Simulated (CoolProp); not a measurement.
Vapour-liquid equilibrium of R143a (1) + R1234yf (2) at 0.0214 bar; x and y are mole fractions of (1).

The numbers come from the multi-fluid Helmholtz-energy mixture model, Lemmon and Jacobsen 2000 and Lemmon 2022; pair parameters Bell 2016 in CoolProp.

```csv
x,"bubble temperature, mixture model (K)","bubble temperature, Raoult's law (K)","y, mixture model","y, Raoult's law"
0.05,180.3,180.6,?,0.145
0.2,?,177.5,0.482,0.454
0.35,?,175.1,0.659,0.647
0.5,?,173.1,0.776,0.776
0.65,?,171.4,0.860,0.868
0.8,169.8,170.0,0.927,0.935
0.95,168.7,168.7,0.983,0.986
```

Problem. What belongs in the gaps?

Solution. 
- 0.05, y, mixture model: 0.167
- 0.2, bubble temperature, mixture model (K): 176.9
- 0.35, bubble temperature, mixture model (K): 174.5
- 0.5, bubble temperature, mixture model (K): 172.6
- 0.65, bubble temperature, mixture model (K): 171.1

The largest gap from Raoult's law is -0.6 K in bubble temperature, at x = 0.2. No azeotrope shows between x = 0.05 and 0.95.

The pair parameters rest on a limited set of measurements; away from them the model extrapolates.
